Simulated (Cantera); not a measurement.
Cantera with NASA thermochemical tables; ideal gases at 1 bar, condensed phases pure. Values are per mole of reaction as written; species without (g) are pure solids or liquids, kept so even where they would boil at 1 bar.

Between 473 and 598 K, where is each reaction favourable under standard conditions?
- 2 C + Ni₃S₄ → 2 CS₂(g) + 3 Ni


- 2 C + Ni₃S₄ → 2 CS₂(g) + 3 Ni: ΔG° is 362 kJ at 473 K and 317 kJ at 598 K; it stays positive (K < 1). ΔH° is 529 kJ and ΔS° 354 J/K at 598 K.
